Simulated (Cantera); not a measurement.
An adiabatic, constant-volume homogeneous reactor starts with CH4 : O2 : N2 = 1 : 2.06 : 7.75 (molar parts), equivalence ratio 0.97, at 1300 K and 1.01 bar. Integrator tolerance rtol = 1e-08.

Detailed kinetics in Cantera: GRI-Mech 3.0 (53 species, 325 reactions).

What does this change do: pressure from 1.01 bar to 0.270 bar?


| quantity | before | after |
|---|---|---|
| time of steepest temperature rise | 10.9 ms | 29.4 ms |
| temperature at 0.900 s | 2840 K | 2731 K |
| equilibrium temperature | 2840 K | 2731 K |
| x(CH4) at 0.900 s | <1e-12 (gas-phase equilibrium <1e-12) | <1e-12 (gas-phase equilibrium <1e-12) |
| x(O2) at 0.900 s | 0.0215 (gas-phase equilibrium 0.0215) | 0.0243 (gas-phase equilibrium 0.0243) |
| x(O) at 0.900 s | 0.00615 (gas-phase equilibrium 0.00615) | 0.00835 (gas-phase equilibrium 0.00835) |
| x(C2H2) at 0.900 s | <1e-12 (gas-phase equilibrium <1e-12) | <1e-12 (gas-phase equilibrium <1e-12) |
| x(H2O) at 0.900 s | 0.146 (gas-phase equilibrium 0.146) | 0.140 (gas-phase equilibrium 0.140) |
| x(N2O) at 0.900 s | 9.20e-7 (gas-phase equilibrium 9.20e-7) | 4.21e-7 (gas-phase equilibrium 4.21e-7) |
| x(HCO) at 0.900 s | 6.71e-8 (gas-phase equilibrium 6.71e-8) | 3.06e-8 (gas-phase equilibrium 3.06e-8) |
